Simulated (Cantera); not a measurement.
A perfectly stirred reactor is fed with H2 : O2 : N2 = 1.4 : 1 : 11 (molar parts), at 165 Torr; it is held at 1025 K, and followed from long to short residence time.

Detailed kinetics in Cantera: the H2/O2 subset of GRI-Mech 3.0, which has no nitrogen chemistry. The temperature is held fixed by assumption; the heat of reaction is taken as removed at once.

```
quantity                 before     after
---------------------  --------  --------
x(H2) at τ = 12.0 s    0.000110    0.0908
x(O2) at τ = 12.0 s      0.0237   5.95e-5
x(H) at τ = 12.0 s      2.70e-6  0.000464
x(O) at τ = 12.0 s      6.27e-6   8.55e-8
x(HO2) at τ = 12.0 s    1.84e-6   2.10e-8
x(H2) at τ = 43.0 ms    0.00338    0.0890
x(O2) at τ = 43.0 ms     0.0252   0.00106
x(H) at τ = 43.0 ms    0.000674   0.00731
x(O) at τ = 43.0 ms    0.000268   2.44e-5
x(HO2) at τ = 43.0 ms   6.43e-6   3.69e-7
```

### Question
Which change was made?
A. temperature 1025 to 775 K
B. H2 1.4 to 3.3 parts
C. temperature 1025 to 1350 K
D. pressure from 165 Torr to 548 Torr

### Answer
B, H2 1.4 to 3.3 parts
